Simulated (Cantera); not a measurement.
Mixture: H2 : O2 : N2 = 1 : 0.417 : 1.57 (molar parts), equivalence ratio 1.2, at 3750 Torr, adiabatic and at constant volume. Ignition delay is the time to a rise of 400 K.

Cantera simulation using GRI-Mech 3.0 (53 species, 325 reactions); the numbers are that mechanism's predictions, not measurements. The hydrogen kinetics of GRI-Mech 3.0 are dated; newer H2 mechanisms differ, most at raised pressure. Below about 950 K walls govern HO2 and H2O2 in real vessels.

Question: What does this change do: pressure from 3750 Torr to 3680 Torr?

Answer: 
```csv
quantity,before,after
delay at 925 K,70.6 ms,71.4 ms
delay at 1000 K,9.43 ms,9.45 ms
delay at 1075 K,1.12 ms,1.10 ms
delay at 1150 K,46.8 µs,44.2 µs
delay at 1225 K,11.8 µs,11.8 µs
delay at 1300 K,6.52 µs,6.61 µs
delay at 1375 K,4.36 µs,4.43 µs
apparent activation energy between 1225 and 1375 K,93 kJ/mol,92 kJ/mol
```
